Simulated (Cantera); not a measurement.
## AlN + Cl₂ (nitride etching)

Feed: 1 mol AlN, a varied amount of Cl₂, held at 1100 K and 0.00430 bar.

Equilibrium computed with Cantera from the NASA thermochemical tables; the gas is ideal and each condensed phase is pure. Candidate condensed phases: Al, AlCl₃, AlN; 11 gas species. Rates play no part.

```json
[
 {"n(Cl₂) (mol)": "2", "log p Cl₂": "-2.98", "log p AlCl₃": "-2.67", "log p N₂": "-2.97", "log p Cl": "-4.31", "log p Al₂Cl₆": "-6.89", "log p AlCl₂": "-11.25"},
 {"n(Cl₂) (mol)": "3.1", "log p Cl₂": "-2.66", "log p AlCl₃": "-2.86", "log p N₂": "-3.16", "log p Cl": "-4.15", "log p Al₂Cl₆": "-7.27", "log p AlCl₂": "-11.60"},
 {"n(Cl₂) (mol)": "4.8", "log p Cl₂": "-2.54", "log p AlCl₃": "-3.05", "log p N₂": "-3.35", "log p Cl": "-4.09", "log p Al₂Cl₆": "-7.65", "log p AlCl₂": "-11.85"},
 {"n(Cl₂) (mol)": "7.3", "log p Cl₂": "-2.48", "log p AlCl₃": "-3.23", "log p N₂": "-3.54", "log p Cl": "-4.06", "log p Al₂Cl₆": "-8.01", "log p AlCl₂": "-12.07"},
 {"n(Cl₂) (mol)": "11", "log p Cl₂": "-2.44", "log p AlCl₃": "-3.41", "log p N₂": "-3.71", "log p Cl": "-4.04", "log p Al₂Cl₆": "-8.37", "log p AlCl₂": "-12.26"},
 {"n(Cl₂) (mol)": "17", "log p Cl₂": "-2.42", "log p AlCl₃": "-3.60", "log p N₂": "-3.90", "log p Cl": "-4.03", "log p Al₂Cl₆": "-8.75", "log p AlCl₂": "-12.46"},
 {"n(Cl₂) (mol)": "26", "log p Cl₂": "-2.40", "log p AlCl₃": "-3.79", "log p N₂": "-4.09", "log p Cl": "-4.02", "log p Al₂Cl₆": "-9.12", "log p AlCl₂": "-12.65"},
 {"n(Cl₂) (mol)": "40", "log p Cl₂": "-2.39", "log p AlCl₃": "-3.97", "log p N₂": "-4.27", "log p Cl": "-4.02", "log p Al₂Cl₆": "-9.49", "log p AlCl₂": "-12.85"}
]
```
log p: log10 of the partial pressure in bar; nothing condenses.

From 2 mol Cl₂ to 40 mol Cl₂ nothing is condensed. The main Al-bearing gas is AlCl₃ throughout.
